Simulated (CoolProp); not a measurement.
Saturated liquid density (kg/m³) of R1132(E): the reference equation beside estimates from Tc = 75.7 °C, pc = 51.74 bar, ω = 0.245.

Computed with CoolProp (reference Helmholtz-energy equation of state, Akasaka 2024).

```tsv
T (°C)	reference	Redlich-Kwong	Soave-Redlich-Kwong
2.65	994.0	843.7	883.0
4.75	987.3	?	875.5
6.85	980.6	828.4	867.7
9.05	973.3	820.2	?
11.15	966.3	812.3	851.4
13.25	959.2	804.1	843.2
15.45	951.6	795.5	834.4
17.55	944.1	787.1	825.9
19.65	936.5	778.5	817.1
21.85	928.4	769.3	807.7
23.95	920.5	760.4	?
26.05	912.4	751.3	789.0
28.25	903.7	741.5	778.9
```

**Question.** Complete the blanks.

**Answer.** 
- 4.75, Redlich-Kwong: 836.1
- 9.05, Soave-Redlich-Kwong: 859.5
- 23.95, Soave-Redlich-Kwong: 798.5

Absolute difference from the reference over all 13 rows, mean and median: Redlich-Kwong 16.4 and 16.4 %, Soave-Redlich-Kwong 12.4 and 12.3 %.
